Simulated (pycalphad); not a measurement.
All values are pycalphad results on the COST 507 light-alloy database (1999) (1 atm), not direct measurements. The database dates from 1999; later assessments differ in places, in temperatures and in the compounds included.

Molar enthalpy of Si-31.23Al (wt.%) in equilibrium (SER reference):

| T (K) | H (kJ/mol) | phases |
|---|---|---|
| 1850 | 78.04 | liquid |
| 1775 | 75.89 | liquid |
| 1700 | 73.74 | liquid |
| 1625 | 71.59 | liquid |
| 1550 | 69.43 | liquid |
| 1525 | 68.71 | liquid |
| 1500 | 67.99 | liquid |
| 1475 | 63.21 | liquid + diamond (Si) |
| 1400 | 52.06 | liquid + diamond (Si) |
| 1325 | 44.52 | liquid + diamond (Si) |
| 1250 | 38.76 | liquid + diamond (Si) |
| 1175 | 34.02 | diamond (Si) + liquid |
| 1100 | 29.93 | diamond (Si) + liquid |
| 1025 | 26.29 | diamond (Si) + liquid |
| 950 | 22.99 | diamond (Si) + liquid |
| 875 | 19.97 | diamond (Si) + liquid |
| 850 | 14.03 | diamond (Si) + fcc |
| 825 | 13.30 | diamond (Si) + fcc |
| 800 | 12.58 | diamond (Si) + fcc |
| 725 | 10.49 | diamond (Si) + fcc |
| 650 | 8.49 | diamond (Si) + fcc |
| 575 | 6.56 | diamond (Si) + fcc |
| 500 | 4.68 | diamond (Si) + fcc |

Cooling from 1500 K to 850 K, across the freezing range, releases 54.0 kJ/mol, or 1950 J/g. The slope is 29 J/(mol K) in the liquid and 29 J/(mol K) just below the solidus, where it includes any heat of precipitation. Liquidus 1498 K, solidus 850 K. Changes were sought between steps of 25 K, so a narrower field can be missed.
